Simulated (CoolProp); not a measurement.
Computed with CoolProp (reference Helmholtz-energy equation of state, Pan 2012).

Give the vapour pressure (kPa), vapour density (kg/m³), surface tension (mN/m), liquid conductivity (mW/(m K)) of saturated R236FA at 237.6, 259.5 K.


```tsv
T (K)	p (kPa)	vapour density (kg/m³)	surface tension (mN/m)	liquid conductivity (mW/(m K))
237.6	19.1	1.49	17.3	91.9
259.5	59.3	4.32	14.4	84.7
```

Thermal conductivity comes from a separate model (Huber 2003), an estimate that may be off by 10 % or more. Surface tension comes from a separate correlation (Mulero 2012).
